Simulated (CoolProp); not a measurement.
Vapour-liquid equilibrium of sulfur dioxide (1) + toluene (2) at 74.2 kPa; x and y are mole fractions of (1).

Values from CoolProp's multi-fluid Helmholtz-energy mixture model, Gao 2016 and Lemmon 2006; pair parameters Bell 2016.

Q: Give the bubble temperature and the first vapour's composition at x = 0.2, 0.35, 0.95. Is there an azeotrope?

A: x = 0.2: 26.4 °C, y = 0.955; x = 0.35: 8.1 °C, y = 0.987; x = 0.95: -15.7 °C, y = 1.000. No azeotrope shows between x = 0.05 and 0.95.

Pair parameters are fitted to limited data, so mixtures are less certain than the pure fluids. The gap from Raoult's law changes sign with composition, which may be real or a fault of the pair parameters; it wasn't checked against measurements.
